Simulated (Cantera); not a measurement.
What does this Cantera script print?

```python
import numpy as np
import cantera as ct

gas = ct.Solution("gri30.yaml")
gas.TPX = 1300, 390000, {'C3H8': 1, 'O2': 4.17, 'N2': 15.7}
reactor = ct.IdealGasConstPressureReactor(gas, energy="on", clone=False)
net = ct.ReactorNet([reactor])
net.rtol, net.atol = 1e-08, 1e-16
show = ['C3H8', 'O2', 'C2H6', 'O', 'NO', 'NO2']
times = np.geomspace(1e-06, 0.8, 11)

steps = ct.SolutionArray(gas, extra=["t"])
rows = []
print(f"{'t/s':>10s}{'T/K':>9s}{'P/Pa':>11s}" + "".join(f"{s:>11s}" for s in show))
for t in times:
    while net.time < t:
        t_next = net.step()
        steps.append(gas.state, t=t_next)
    rows.append([np.interp(t, steps.t, y) for y in (steps.T, steps.P, *steps(*show).X.T)])
    print(f"{t:10.3e}{rows[-1][0]:9.1f}{rows[-1][1]:11.4g}" + "".join(f"{x:11.3e}" for x in rows[-1][2:]))
rate = np.gradient(steps.T, steps.t)
print("integrator steps:", len(steps.t))
if steps.T.max() > steps.T[0] + 200:
    print(f"time of steepest temperature rise: {steps.t[rate.argmax()]:.4e} s")
gas.TPX = 1300, 390000, {'C3H8': 1, 'O2': 4.17, 'N2': 15.7}
gas.equilibrate("HP")
print(f"equilibrium (HP): T = {gas.T:.1f} K  " + "  ".join(f"{s} {gas[s].X[0]:.3e}" for s in show))
```

It prints:

```
       t/s      T/K       P/Pa       C3H8         O2       C2H6          O         NO        NO2
 1.000e-06   1300.0    3.9e+05  4.791e-02  1.998e-01  1.374e-09  5.971e-09  4.442e-18  1.407e-22
 3.893e-06   1299.9    3.9e+05  4.789e-02  1.998e-01  1.011e-07  1.038e-08  5.051e-17  4.661e-20
 1.516e-05   1299.5    3.9e+05  4.777e-02  1.997e-01  7.239e-06  3.260e-08  8.361e-16  8.226e-18
 5.901e-05   1299.4    3.9e+05  4.688e-02  1.992e-01  1.853e-04  5.457e-08  1.546e-14  7.023e-16
 2.297e-04   1302.5    3.9e+05  4.256e-02  1.967e-01  1.032e-03  1.077e-07  1.414e-13  3.139e-14
 8.944e-04   2805.0    3.9e+05  5.513e-39  5.263e-03  1.324e-26  2.044e-03  2.786e-03  5.831e-07
 3.482e-03   2797.2    3.9e+05  6.782e-39  4.766e-03  1.533e-26  1.888e-03  5.129e-03  1.028e-06
 1.356e-02   2797.2    3.9e+05  6.785e-39  4.765e-03  1.534e-26  1.888e-03  5.134e-03  1.029e-06
 5.278e-02   2797.2    3.9e+05  6.785e-39  4.765e-03  1.534e-26  1.888e-03  5.134e-03  1.029e-06
 2.055e-01   2797.2    3.9e+05  6.785e-39  4.765e-03  1.534e-26  1.888e-03  5.134e-03  1.029e-06
 8.000e-01   2797.2    3.9e+05  6.785e-39  4.765e-03  1.534e-26  1.888e-03  5.134e-03  1.029e-06
integrator steps: 2056
time of steepest temperature rise: 5.1644e-04 s
equilibrium (HP): T = 2797.2 K  C3H8 1.024e-38  O2 4.765e-03  C2H6 2.166e-26  O 1.888e-03  NO 5.134e-03  NO2 1.029e-06
```

Model: GRI-Mech 3.0 (53 species, 325 reactions), integrated in Cantera. GRI-Mech 3.0 was tuned for natural gas; its chemistry of propane as a main component is partial and can be far from experiment.
